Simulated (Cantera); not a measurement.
A Cantera script and its output.

```python
import numpy as np
import cantera as ct

gas = ct.Solution("gri30.yaml")
gas.TPX = 525, 560000, {'CH3OH': 1, 'O2': 1.85, 'N2': 6.96}
flame = ct.FreeFlame(gas, width=0.012)
flame.set_refine_criteria(ratio=3, slope=0.08, curve=0.16)
flame.transport_model = "mixture-averaged"
flame.solve(loglevel=0, auto=True)
z, T = flame.grid, flame.T
thick = (T[-1] - T[0]) / np.gradient(T, z).max()
show = ['CH3OH', 'O2', 'CH2CO', 'O', 'NO', 'H2O']
print(f"laminar burning velocity  {flame.velocity[0] * 100:.3f} cm/s")
print(f"burnt temperature         {T[-1]:.1f} K")
print(f"thermal thickness         {thick * 1e3:.4f} mm")
print(f"grid points               {len(z)}")
z0 = z[flame.heat_release_rate.argmax()]
print(f"{'z/mm':>9s}{'T/K':>9s}{'u/(m/s)':>9s}" + "".join(f"{s:>11s}" for s in show))
rows = []
for k in (-3, -2, -1.5, -1, -0.5, -0.25, 0, 0.25, 0.5, 1, 2, 4, 8):
    zz = z0 + k * thick
    rows.append([k * thick, np.interp(zz, z, T), np.interp(zz, z, flame.velocity),
                 *(np.interp(zz, z, flame.X[gas.species_index(s)]) for s in show)])
    print(f"{rows[-1][0] * 1e3:9.3f}{rows[-1][1]:9.1f}{rows[-1][2]:9.3f}" + "".join(f"{x:11.3e}" for x in rows[-1][3:]))
```

Output:

```
laminar burning velocity  45.533 cm/s
burnt temperature         2201.3 K
thermal thickness         0.0977 mm
grid points               138
     z/mm      T/K  u/(m/s)      CH3OH         O2      CH2CO          O         NO        H2O
   -0.293    525.5    0.456  1.018e-01  1.883e-01  2.108e-11  8.673e-21  8.088e-11  1.829e-04
   -0.195    529.8    0.461  1.015e-01  1.876e-01  3.578e-10  6.119e-19  8.021e-10  1.356e-03
   -0.147    545.3    0.476  1.007e-01  1.859e-01  2.485e-09  2.199e-17  3.842e-09  4.877e-03
   -0.098    627.6    0.552  9.588e-02  1.779e-01  2.419e-08  8.260e-15  2.915e-08  1.994e-02
   -0.049    973.1    0.877  6.992e-02  1.461e-01  2.112e-07  1.515e-09  3.704e-07  7.033e-02
   -0.024   1317.7    1.212  3.784e-02  1.133e-01  5.071e-07  1.309e-06  1.397e-06  1.144e-01
    0.000   1707.6    1.599  3.684e-03  7.515e-02  8.514e-07  2.999e-04  3.948e-06  1.607e-01
    0.024   1885.3    1.758  6.478e-06  5.415e-02  9.131e-08  1.724e-03  6.549e-06  1.767e-01
    0.049   1979.0    1.833  6.449e-09  4.566e-02  3.419e-09  1.848e-03  9.010e-06  1.808e-01
    0.098   2078.3    1.913  3.861e-12  3.960e-02  7.722e-12  1.272e-03  1.293e-05  1.848e-01
    0.195   2152.0    1.972  3.073e-16  3.610e-02  5.729e-16  6.374e-04  1.797e-05  1.890e-01
    0.391   2189.4    2.002  7.021e-18  3.454e-02  2.247e-18  3.118e-04  2.373e-05  1.915e-01
    0.782   2200.4    2.010  1.016e-18  3.411e-02  2.304e-19  2.247e-04  3.158e-05  1.922e-01
```

Computed with Cantera and GRI-Mech 3.0 (53 species, 325 reactions). GRI-Mech 3.0 was tuned for natural gas; its chemistry of methanol as a main component is partial and can be far from experiment. Burning velocities carry a grid error of a few per cent, more on coarse grids.
